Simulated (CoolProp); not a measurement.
n-hexane along the isotherm 245.65 °C: Z from the reference equation and from simpler models built on Tc = 234.7 °C, pc = 30.44 bar, ω = 0.300; each cubic takes its own stable root.

Values from CoolProp's reference Helmholtz-energy equation of state, Thol 2019.

```json
[
 {"p (bar)": "0.481", "phase": "gas", "reference": "0.9948", "Soave-Redlich-Kwong": "0.9950", "Peng-Robinson": "0.9944"},
 {"p (bar)": "0.912", "phase": "gas", "reference": "0.9902", "Soave-Redlich-Kwong": "0.9905", "Peng-Robinson": "0.9893"},
 {"p (bar)": "1.73", "phase": "gas", "reference": "0.9813", "Soave-Redlich-Kwong": "0.9818", "Peng-Robinson": "0.9797"},
 {"p (bar)": "3.28", "phase": "gas", "reference": "(withheld)", "Soave-Redlich-Kwong": "0.9652", "Peng-Robinson": "0.9612"},
 {"p (bar)": "6.22", "phase": "gas", "reference": "0.9306", "Soave-Redlich-Kwong": "(withheld)", "Peng-Robinson": "(withheld)"},
 {"p (bar)": "11.8", "phase": "gas", "reference": "0.8621", "Soave-Redlich-Kwong": "0.8664", "Peng-Robinson": "0.8526"},
 {"p (bar)": "22.3", "phase": "gas", "reference": "0.7064", "Soave-Redlich-Kwong": "0.7177", "Peng-Robinson": "0.6936"},
 {"p (bar)": "42.4", "phase": "supercritical", "reference": "0.2496", "Soave-Redlich-Kwong": "0.3098", "Peng-Robinson": "0.2829"},
 {"p (bar)": "80.3", "phase": "supercritical", "reference": "0.3820", "Soave-Redlich-Kwong": "(withheld)", "Peng-Robinson": "(withheld)"},
 {"p (bar)": "152", "phase": "supercritical", "reference": "0.6466", "Soave-Redlich-Kwong": "0.7099", "Peng-Robinson": "0.6387"}
]
```

Question: Fill in the missing entries.

Answer: 
- 3.28, reference: 0.9642
- 6.22, Soave-Redlich-Kwong: 0.9326
- 6.22, Peng-Robinson: 0.9251
- 80.3, Soave-Redlich-Kwong: 0.4397
- 80.3, Peng-Robinson: 0.3965
